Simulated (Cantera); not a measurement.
A freely propagating, adiabatic, planar premixed flame of H2 : O2 : N2 = 1 : 0.312 : 1.17 (molar parts), equivalence ratio 1.6, unburnt at 375 K and 5.13 atm; mixture-averaged transport, grid criteria slope 0.08 and curve 0.16, no radiation.

Cantera simulation using the H2/O2 subset of GRI-Mech 3.0, which has no nitrogen chemistry; the numbers are that mechanism's predictions, not measurements. The hydrogen kinetics of GRI-Mech 3.0 are dated; newer H2 mechanisms differ, most at raised pressure. Burning velocities carry a grid error of a few per cent, more on coarse grids.

What does this change do: H2 1 to 1.3 parts?


```
quantity                     before      after
------------------------  ---------  ---------
laminar burning velocity   422 cm/s   391 cm/s
thermal thickness         0.0437 mm  0.0462 mm
peak x(H2O2)               0.000138   0.000119
peak x(O)                   0.00304    0.00157
peak x(H)                    0.0453     0.0405
```

What does this change do: inlet temperature 375 to 500 K?


| quantity | before | after |
|---|---|---|
| laminar burning velocity | 422 cm/s | 680 cm/s |
| thermal thickness | 0.0437 mm | 0.0491 mm |
| peak x(H2O2) | 0.000138 | 8.36e-5 |
| peak x(O) | 0.00304 | 0.00375 |
| peak x(H) | 0.0453 | 0.0530 |
